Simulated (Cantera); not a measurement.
Input: 1 mol toluene, 0.062 mol CO2, 64 mol H2, equilibrated at 500 K and 1 atm.

These are equilibrium values from Cantera (NASA tables, ideal gas, pure condensed phases), not measurements of a reactor. Candidate condensed phases: C, C6H6, C7H8, C8H18, H2O; 110 gas species. Equilibrium is a limit: real reactors are often held back by kinetics, nucleation or transport.

Base state: H2 0.882, CH4 0.116, H2O 0.00203 (mole fractions); condensed: gas only.

Q: What changes in the equilibrium state with this change: toluene replaced by CH3OH?

A: 
| species | before | after |
|---|---|---|
| H2 | 0.882 | 0.966 |
| H2O | 0.00203 | 0.0173 |
| CH4 | 0.116 | 0.0164 |
